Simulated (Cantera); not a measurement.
An adiabatic, constant-pressure homogeneous reactor starts with CO : H2 : O2 : N2 = 1 : 0.31 : 0.963 : 3.37 (molar parts), equivalence ratio 0.68, at 1325 K and 3750 Torr.

Model: GRI-Mech 3.0 (53 species, 325 reactions), integrated in Cantera. The hydrogen kinetics of GRI-Mech 3.0 are dated; newer H2 mechanisms differ, most at raised pressure.

One state of this run: T (K) = 2695; x CO = 0.0362; x H2 = 0.00173; x O2 = 0.0733; x NO = 0.000770; x H2O2 = 3.09e-7; x H2O = 0.0525. x: mole fraction; the columns are a selection and need not sum to one.

Question: Which value of t (s) does it belong to?
A) 0.00239
B) 6.91e-5
C) 0.000985
D) 0.0825

Answer: B, 6.91e-5
